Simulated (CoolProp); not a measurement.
Vapour-liquid equilibrium of CHF3 (R23) (1) + R152A (2) at 267.8 K; x and y are mole fractions of (1).

The numbers come from the multi-fluid Helmholtz-energy mixture model, Penoncello 2003 and Outcalt 1996; pair parameters Bell 2016 in CoolProp.

**Question.** Give the bubble pressure and the first vapour's composition at x = 0.15, 0.85, 0.95. Is there an azeotrope?

**Answer.** x = 0.15: 4.432 bar, y = 0.554; x = 0.85: 17.81 bar, y = 0.969; x = 0.95: 20.21 bar, y = 0.990. No azeotrope shows between x = 0.05 and 0.95.

The pair parameters rest on a limited set of measurements; away from them the model extrapolates.
